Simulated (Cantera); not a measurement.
What does this Cantera script print?

```python
import numpy as np
import cantera as ct

gas = ct.Solution("gri30.yaml")


def delay(T, t_max=10):
    gas.TPX = T, 1000000, {'CH4': 1, 'O2': 1.82, 'N2': 10}
    reactor = ct.IdealGasReactor(gas, clone=False)
    net = ct.ReactorNet([reactor])
    net.rtol, net.atol = 1e-8, 1e-16
    while net.time < t_max:
        t_old, T_old = net.time, reactor.T
        net.step()
        if reactor.T > T + 400:  # ignition: a rise of 400 K
            return t_old + (T + 400 - T_old) / (reactor.T - T_old) * (net.time - t_old)
    return np.nan


taus = []
for T in [1300, 1375, 1450, 1525, 1600, 1675, 1750, 1825, 1900]:
    taus.append(delay(T))
    print(f"T0 = {T:6g} K   tau = {taus[-1]:.4e} s")
```

It prints:

```
T0 =   1300 K   tau = 2.0837e-03 s
T0 =   1375 K   tau = 9.2251e-04 s
T0 =   1450 K   tau = 4.2628e-04 s
T0 =   1525 K   tau = 2.0454e-04 s
T0 =   1600 K   tau = 1.0198e-04 s
T0 =   1675 K   tau = 5.3119e-05 s
T0 =   1750 K   tau = 2.9089e-05 s
T0 =   1825 K   tau = 1.6810e-05 s
T0 =   1900 K   tau = 1.0247e-05 s
```

Cantera simulation using GRI-Mech 3.0 (53 species, 325 reactions); the numbers are that mechanism's predictions, not measurements.
